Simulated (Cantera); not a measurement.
A perfectly stirred reactor is fed with CH₄ : H₂O : H₂ = 1 : 4.3 : 0.074 (molar parts), at 750 Torr; it is held at 1398 K, and followed from long to short residence time.

Cantera simulation using GRI-Mech 3.0 (53 species, 325 reactions); the numbers are that mechanism's predictions, not measurements.

Task: What does this change do: pressure from 750 Torr to 263 Torr?

Result: 
```csv
quantity,before,after
x(CH₄) at τ = 14.0 s,0.0842,0.0939
x(H₂O) at τ = 14.0 s,0.674,0.700
x(H₂) at τ = 14.0 s,0.187,0.159
x(C₂H) at τ = 14.0 s,2.08e-10,3.78e-10
x(C₂H₂) at τ = 14.0 s,0.0236,0.0272
x(CH₄) at τ = 0.220 s,0.176,0.180
x(H₂O) at τ = 0.220 s,0.794,0.797
x(H₂) at τ = 0.220 s,0.0254,0.0199
x(C₂H) at τ = 0.220 s,3.05e-11,2.15e-11
x(C₂H₂) at τ = 0.220 s,0.00287,0.00133
```

Task: What does this change do: pressure from 750 Torr to 7500 Torr?

Result: 
```tsv
quantity	before	after
x(CH₄) at τ = 14.0 s	0.0842	0.118
x(H₂O) at τ = 14.0 s	0.674	0.683
x(H₂) at τ = 14.0 s	0.187	0.156
x(C₂H) at τ = 14.0 s	2.08e-10	1.52e-11
x(C₂H₂) at τ = 14.0 s	0.0236	0.00429
x(CH₄) at τ = 0.220 s	0.176	0.164
x(H₂O) at τ = 0.220 s	0.794	0.786
x(H₂) at τ = 0.220 s	0.0254	0.0402
x(C₂H) at τ = 0.220 s	3.05e-11	2.10e-11
x(C₂H₂) at τ = 0.220 s	0.00287	0.00581
```

Task: What does this change do: pressure from 750 Torr to 3750 Torr?

Result: 
```tsv
quantity	before	after
x(CH₄) at τ = 14.0 s	0.0842	0.105
x(H₂O) at τ = 14.0 s	0.674	0.674
x(H₂) at τ = 14.0 s	0.187	0.172
x(C₂H) at τ = 14.0 s	2.08e-10	4.10e-11
x(C₂H₂) at τ = 14.0 s	0.0236	0.00877
x(CH₄) at τ = 0.220 s	0.176	0.167
x(H₂O) at τ = 0.220 s	0.794	0.788
x(H₂) at τ = 0.220 s	0.0254	0.0360
x(C₂H) at τ = 0.220 s	3.05e-11	2.72e-11
x(C₂H₂) at τ = 0.220 s	0.00287	0.00541
```
